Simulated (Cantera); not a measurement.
A closed system holds: 1 mol C2F6, 2.4 mol H2, held at 0.000730 bar.

Cantera equilibrium calculation (NASA polynomials, part measured and part estimated; ideal gas, pure solids and liquids). Candidate condensed phases: C, C6H6, C7H8, C8H18; 95 gas species. The feed counts by its element totals alone. Gases not in the tables: C2F6 and larger saturated fluorocarbons. Rates play no part.

Task: What share of the C ends up in condensed phases as a function of T (K), at 1498, 1698, 1898, 2098, 2298, 2498, 2698, 2898, 3098, 3298, 3498?

Result: 
```
T (K)  C condensed (%)           as
-----  ---------------  -----------
1498              85.0  C(graphite)
1698              84.6  C(graphite)
1898              83.5  C(graphite)
2098              88.5  C(graphite)
2298              95.6  C(graphite)
2498              96.4  C(graphite)
2698              82.5  C(graphite)
2898               0.0            -
3098               0.0            -
3298               0.0            -
3498               0.0            -
```
